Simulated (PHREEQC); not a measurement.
Solution (25 °C): 51 mmol/kgw H3BO3. Closed to the air; pH follows from the charge balance.

Model: ion-association model, phreeqc.dat, run in PHREEQC.

No solid was allowed to form.

Task: What pH, ionic strength does the model give?

Result: pH 5.27; ionic strength 5.43e-6 mol/kgw.
